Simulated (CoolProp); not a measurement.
CH2F2 (R32) along the isotherm 435 K: density (kg/m³) from the reference equation and from simpler models built on Tc = 351.3 K, pc = 5.783 MPa, ω = 0.277; each cubic takes its own stable root.

Computed with CoolProp (reference Helmholtz-energy equation of state, Tillner-Roth 1997).

```json
[
 {"p (MPa)": "1.31", "phase": "gas", "reference": "19.64"},
 {"p (MPa)": "2.63", "phase": "gas", "reference": "41.22"},
 {"p (MPa)": "3.94", "phase": "gas", "reference": "64.72"},
 {"p (MPa)": "5.26", "phase": "gas", "reference": "90.85"},
 {"p (MPa)": "6.57", "phase": "supercritical", "reference": "119.6"},
 {"p (MPa)": "7.89", "phase": "supercritical", "reference": "151.8"},
 {"p (MPa)": "9.2", "phase": "supercritical", "reference": "187.3"},
 {"p (MPa)": "10.5", "phase": "supercritical", "reference": "226.0"},
 {"p (MPa)": "11.8", "phase": "supercritical", "reference": "267.7"},
 {"p (MPa)": "13.1", "phase": "supercritical", "reference": "311.3"},
 {"p (MPa)": "14.5", "phase": "supercritical", "reference": "358.4"}
]
```

Question: How far does each simpler model (van der Waals, Redlich-Kwong) lie from the reference over these 11 states: mean and median of the absolute difference, and the worst?

Answer: 
- van der Waals: mean 3.7 %, median 2.8 %, worst +9.4 % at 435 K and 10.5 MPa
- Redlich-Kwong: mean 1.0 %, median 0.9 %, worst -3.6 % at 435 K and 14.5 MPa
